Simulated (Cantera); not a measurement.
An adiabatic, constant-volume homogeneous reactor starts with H2 : O2 : N2 = 1 : 1.02 : 3.84 (molar parts), equivalence ratio 0.49, at 1050 K and 0.360 bar. Integrator tolerance rtol = 1e-08.

Cantera simulation using the H2/O2 subset of GRI-Mech 3.0, which has no nitrogen chemistry; the numbers are that mechanism's predictions, not measurements.

What does this change do: initial temperature 1050 to 1275 K?


| quantity | before | after |
|---|---|---|
| time of steepest temperature rise | 0.311 ms | 89.7 µs |
| temperature at 0.500 s | 2439 K | 2547 K |
| equilibrium temperature | 2439 K | 2547 K |
| x(H2) at 0.500 s | 0.00289 (gas-phase equilibrium 0.00289) | 0.00511 (gas-phase equilibrium 0.00511) |
| x(O2) at 0.500 s | 0.0927 (gas-phase equilibrium 0.0927) | 0.0908 (gas-phase equilibrium 0.0908) |
| x(H2O) at 0.500 s | 0.175 (gas-phase equilibrium 0.175) | 0.168 (gas-phase equilibrium 0.168) |
| x(OH) at 0.500 s | 0.0137 (gas-phase equilibrium 0.0137) | 0.0195 (gas-phase equilibrium 0.0195) |
| x(O) at 0.500 s | 0.00372 (gas-phase equilibrium 0.00372) | 0.00674 (gas-phase equilibrium 0.00674) |
| x(HO2) at 0.500 s | 8.16e-6 (gas-phase equilibrium 8.16e-6) | 1.00e-5 (gas-phase equilibrium 1.00e-5) |
| x(H) at 0.500 s | 0.00118 (gas-phase equilibrium 0.00118) | 0.00271 (gas-phase equilibrium 0.00271) |

What does this change do: initial temperature 1050 to 1125 K?


```csv
quantity,before,after
time of steepest temperature rise,0.311 ms,0.190 ms
temperature at 0.500 s,2439 K,2477 K
equilibrium temperature,2439 K,2477 K
x(H2) at 0.500 s,0.00289 (gas-phase equilibrium 0.00289),0.00356 (gas-phase equilibrium 0.00356)
x(O2) at 0.500 s,0.0927 (gas-phase equilibrium 0.0927),0.0921 (gas-phase equilibrium 0.0921)
x(H2O) at 0.500 s,0.175 (gas-phase equilibrium 0.175),0.173 (gas-phase equilibrium 0.173)
x(OH) at 0.500 s,0.0137 (gas-phase equilibrium 0.0137),0.0156 (gas-phase equilibrium 0.0156)
x(O) at 0.500 s,0.00372 (gas-phase equilibrium 0.00372),0.00461 (gas-phase equilibrium 0.00461)
x(HO2) at 0.500 s,8.16e-6 (gas-phase equilibrium 8.16e-6),8.81e-6 (gas-phase equilibrium 8.81e-6)
x(H) at 0.500 s,0.00118 (gas-phase equilibrium 0.00118),0.00160 (gas-phase equilibrium 0.00160)
```
